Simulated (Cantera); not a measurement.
# Oxide etching and cleaning by halides: MgO + HBr

Charge: 1 mol MgO, 33 mol HBr, equilibrated at 4.95 Torr.

These are equilibrium values from Cantera (NASA tables, ideal gas, pure condensed phases), not measurements of a reactor. Candidate condensed phases: Br₂, H₂O, Mg, MgBr₂, MgO, Mg(OH)₂; 20 gas species. Equilibrium is a limit: real reactors are often held back by kinetics, nucleation or transport.

From 1027 °C to 1527 °C nothing is condensed. The main Mg-bearing gas is MgBr₂ throughout.

```csv
T (°C),log p HBr,log p Br,log p H₂,log p H₂O,log p MgBr₂
1027,-2.23,-3.77,-4.06,-3.70,-3.70
1077,-2.23,-3.62,-3.91,-3.71,-3.71
1127,-2.24,-3.49,-3.78,-3.71,-3.71
1177,-2.26,-3.36,-3.66,-3.71,-3.71
1227,-2.27,-3.25,-3.55,-3.72,-3.72
1277,-2.29,-3.15,-3.44,-3.72,-3.72
1327,-2.31,-3.05,-3.35,-3.73,-3.73
1377,-2.34,-2.97,-3.27,-3.74,-3.74
1427,-2.37,-2.89,-3.19,-3.74,-3.74
1477,-2.40,-2.82,-3.12,-3.75,-3.75
1527,-2.44,-2.76,-3.06,-3.76,-3.76
```
log p: log10 of the partial pressure in bar; nothing condenses.
